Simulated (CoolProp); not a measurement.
Fluorine along the isotherm -195.55 °C: fugacity coefficient from the reference equation and from simpler models built on Tc = -128.7 °C, pc = 52.40 bar, ω = 0.045; each cubic takes its own stable root.

Values from CoolProp's reference Helmholtz-energy equation of state, de Reuck 1990.

| p (bar) | phase | reference | van der Waals | Redlich-Kwong | Soave-Redlich-Kwong |
|---|---|---|---|---|---|
| 0.414 | liquid | 0.9372 | 0.9903 | 0.7277 | 0.9514 |
| 0.943 | liquid | 0.4123 | 0.9779 | 0.3201 | 0.4185 |
| 2.15 | liquid | 0.1817 | 0.9496 | 0.1410 | 0.1844 |
| 4.88 | liquid | 0.08087 | 0.4587 | 0.06277 | 0.08209 |
| 11.1 | liquid | 0.03640 | 0.2087 | 0.02825 | 0.03694 |
| 25.3 | liquid | 0.01685 | 0.09901 | 0.01307 | 0.01710 |
| 57.6 | liquid | 0.008361 | 0.05188 | 0.006471 | 0.008476 |
| 131 | liquid | 0.004839 | 0.03388 | 0.003730 | 0.004895 |

At some of these states van der Waals gives the other phase, because its saturation line lies elsewhere.
